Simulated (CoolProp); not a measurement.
Model: reference Helmholtz-energy equation of state, McLinden 2020, in CoolProp.

### Question
For R1336mzz(Z), give the phase and the density (kg/m³), cp (kJ/(kg K)), cv (kJ/(kg K)), isothermal compressibility (1/MPa) at 416.8 K and 1.25 MPa; 433.5 K and 1.25 MPa; 450.1 K and 1.25 MPa.

### Answer
- 416.8 K and 1.25 MPa: gas; density 77.3, cp 1.22, cv 1.04, isothermal compressibility 1.11
- 433.5 K and 1.25 MPa: gas; density 70.6, cp 1.19, cv 1.04, isothermal compressibility 1.03
- 450.1 K and 1.25 MPa: gas; density 65.5, cp 1.17, cv 1.05, isothermal compressibility 0.977
